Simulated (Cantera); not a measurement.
Feed: 1 mol Si, 7.1 mol HCl, 0.59 mol N2, held at 2.50 Pa.

Method: chemical equilibrium by Gibbs-energy minimisation in Cantera with the NASA 1993 tables (ideal gas, pure condensed phases). Candidate condensed phases: NH4Cl, Si, Si3N4; 28 gas species. N2 is the only nitrogen source here; it is nearly inert below about 1500 K, so the nitride shown seldom forms there in practice. The numbers say what is thermodynamically allowed, not how fast it happens.

Q: What share of the Si ends up in condensed phases as a function of T (K), at 998, 1023, 1048, 1073, 1098, 1123, 1148, 1173, 1198, 1223?

A: 
```tsv
T (K)	Si condensed (%)	as
998	20.3	Si3N4(s)
1023	20.7	Si3N4(s)
1048	20.3	Si3N4(s)
1073	18.7	Si3N4(s)
1098	15.1	Si3N4(s)
1123	8.7	Si3N4(s)
1148	0.0	-
1173	0.0	-
1198	0.0	-
1223	0.0	-
```
